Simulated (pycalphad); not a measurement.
Effect of Fe content in Al-Si-Fe

All values are pycalphad results on the COST 507 light-alloy database (1999) (1 atm), not direct measurements. The database dates from 1999; later assessments differ in places, in temperatures and in the compounds included. Amounts are mole fractions of atoms.

| alloy | liquidus (K) | first solid | solidus (K) | phases at 850 K |
|---|---|---|---|---|
| Al-0.58Si-0.22Fe (at.%) | 928 | FCC_A1 | 898 | FCC_A1 0.99, ALFESI_ALPHA 0.01, ALFESI_BETA 0.01 |
| Al-0.58Si-0.44Fe (at.%) | 927 | FCC_A1 | 902 | FCC_A1 0.98, ALFESI_ALPHA 0.02 |
| Al-0.58Si-0.66Fe (at.%) | 925 | FCC_A1 | 906 | FCC_A1 0.97, ALFESI_ALPHA 0.03 |
| Al-0.58Si-0.88Fe (at.%) | 924 | FCC_A1 | 905 | FCC_A1 0.95, ALFESI_ALPHA 0.05 |
| Al-0.58Si-2.64Fe (at.%) | 1054 | AL13FE4 | 905 | FCC_A1 0.88, AL13FE4 0.07, ALFESI_ALPHA 0.05 |
| Al-0.58Si-3.52Fe (at.%) | 1098 | AL13FE4 | 905 | FCC_A1 0.84, AL13FE4 0.11, ALFESI_ALPHA 0.05 |

Database names, with the compositions (at.%) that they take in these runs: ALFESI_ALPHA: Al 71-74 Fe 19 Si 7-10; ALFESI_BETA: Al 70 Si 15 Fe 15; AL13FE4: Al 76 Fe 24. FCC_A1 is fcc.
